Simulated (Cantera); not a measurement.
Mixture: 5.65 % CH4, 19.8 % O2, 74.5 % N2, equivalence ratio 0.57, at 0.390 bar, adiabatic and at constant pressure. Ignition delay is the time to a rise of 400 K.

Cantera simulation using GRI-Mech 3.0 (53 species, 325 reactions); the numbers are that mechanism's predictions, not measurements.

At T0 = 1575 K, what is the delay, and which 7 reactions control it most (d ln τ / d ln k, from doubling and halving each rate constant)?

The delay is 1.12 ms.
| reaction | d ln τ / d ln k | faster rate |
|---|---|---|
| CH3 + O2 <=> CH3O + O | -0.40 | shortens it |
| H + O2 <=> O + OH | -0.32 | shortens it |
| CH4 + H <=> CH3 + H2 | 0.23 | lengthens it |
| 2 CH3 (+M) <=> C2H6 (+M) | 0.14 | lengthens it |
| CH3 + HO2 <=> CH3O + OH | -0.14 | shortens it |
| 2 CH3 <=> C2H5 + H | -0.12 | shortens it |
| CH3 + HO2 <=> CH4 + O2 | -0.10 | shortens it |
